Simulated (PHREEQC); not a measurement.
A made-up water analysis in mg/kgw, 25 °C, pH 8.8, pe 9.6:

```
constituent         mg/kgw
------------------  ------
Na                    23.4
K                   0.0124
Ca                    8.86
Mg                    5.64
Cl                      23
S(6) as SO4            6.5
Alkalinity as HCO3      27
Pb                   0.238
```

Valence states are taken as typed.

All values are PHREEQC results (ion-association model, phreeqc.dat), not measurements.

Precipitation was switched off in this run.

Task: Order these C species by the share of C that they hold, largest first: CaCO3, HCO3-, CO2, MgCO3, CO3-2.

Result: HCO3- (94 %), CO3-2 (3.2 %), CaCO3 (0.79 %), MgCO3 (0.47 %), CO2 (0.32 %)

The pH is 8.80 and the ionic strength 0.00207 mol/kgw. Examples of supersaturated solids here: Pb(OH)2. Others may be too. Species that the database lacks are ignored.
